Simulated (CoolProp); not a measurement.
Vapour pressure (kPa) of methanol: the reference equation beside estimates from Tc = 240.2 °C, pc = 8216 kPa, ω = 0.565.

Model: reference Helmholtz-energy equation of state, de Reuck 1993, in CoolProp.

| T (°C) | reference | van der Waals | Soave-Redlich-Kwong | Peng-Robinson |
|---|---|---|---|---|
| 15.05 | 9.927 | 480.8 | 7.869 | 8.666 |
| 20.75 | 13.57 | 541.3 | 11.10 | 12.11 |
| 26.35 | 18.21 | 605.8 | 15.32 | 16.56 |
| 32.05 | 24.26 | 676.6 | 20.94 | 22.46 |
| 37.75 | 31.96 | 752.8 | 28.23 | 30.04 |
| 43.45 | 41.63 | 834.7 | 37.54 | 39.66 |
| 49.15 | 53.66 | 922.5 | 49.30 | 51.75 |
| 54.85 | 68.50 | 1016 | 63.98 | 66.76 |
| 60.55 | 86.62 | 1116 | 82.12 | 85.20 |
| 66.25 | 108.6 | 1222 | 104.3 | 107.7 |
| 71.95 | 135.0 | 1335 | 131.2 | 134.7 |
| 77.65 | 166.5 | 1455 | 163.4 | 167.2 |
| 83.25 | 203.1 | 1579 | 201.1 | 204.9 |
| 88.95 | 246.9 | 1712 | 246.4 | 250.1 |
| 94.65 | 298.1 | 1852 | 299.6 | 303.0 |

Absolute difference from the reference over all 15 rows, mean and median: van der Waals 1825.3 and 1383.2 %, Soave-Redlich-Kwong 8.0 and 6.6 %, Peng-Robinson 4.2 and 2.5 %.
